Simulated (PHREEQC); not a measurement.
0.1 mol of Fluorite (CaF2) is brought to equilibrium with 1 kg of water holding 0.003 mol NaCl, at 25 °C, the pH being set by adding NaOH or HCl. O2 is buffered at 0.21 atm. No CO2 enters from the air. The run lets Fluorite precipitate or redissolve, and no other solid.

All values are PHREEQC results (ion-association model, phreeqc.dat), not measurements.

```
pH     dissolved Ca (mol/kgw)  dissolved F (mol/kgw)  HF (mol/kgw)
-----  ----------------------  ---------------------  ------------
4                    0.000230               0.000460       5.64e-5
4.67                 0.000215               0.000429       1.25e-5
5.33                 0.000211               0.000422       2.75e-6
6                    0.000210               0.000421       5.89e-7
6.67                 0.000210               0.000421       1.26e-7
7.33                 0.000210               0.000421       2.75e-8
8                    0.000210               0.000421       5.89e-9
8.67                 0.000210               0.000421       1.26e-9
9.33                 0.000210               0.000421      2.76e-10
10                   0.000211               0.000421      5.90e-11
10.67                0.000212               0.000425      1.27e-11
11.33                0.000219               0.000439      2.82e-12
12                   0.000245               0.000490      6.41e-13
```

Species that the database lacks are ignored.
